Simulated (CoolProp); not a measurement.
Saturation properties of R134a.

Values from CoolProp's reference Helmholtz-energy equation of state, Tillner-Roth 1994.

```
T (°C)  p (kPa)  vapour density (kg/m³)  liquid viscosity (µPa s)  vapour viscosity (µPa s)  liquid conductivity (mW/(m K))
------  -------  ----------------------  ------------------------  ------------------------  ------------------------------
-56.35    20.07                   1.152                       617                      8.66                             119
-53.45    23.99                   1.362                       585                      8.77                             117
-50.55    28.52                   1.601                       556                      8.88                             116
-47.55    33.91                   1.882                       528                      8.99                             114
-44.65    39.88                   2.191                       503                      9.10                             113
-41.65    46.93                   2.552                       479                      9.21                             111
-38.75    54.66                   2.944                       458                      9.32                             110
-35.75    63.71                   3.399                       437                      9.43                             109
-32.85    73.55                   3.890                       418                      9.53                             107
-29.95    84.58                   4.436                       401                      9.64                             106
-26.95    97.33                   5.062                       384                      9.75                             104
```

It boils at -26.1 °C under 1 atm.

Viscosity comes from a separate model (Huber 2003), an estimate that may be off by 10 % or more. Thermal conductivity comes from a separate model (McLinden 2000), an estimate that may be off by 10 % or more.
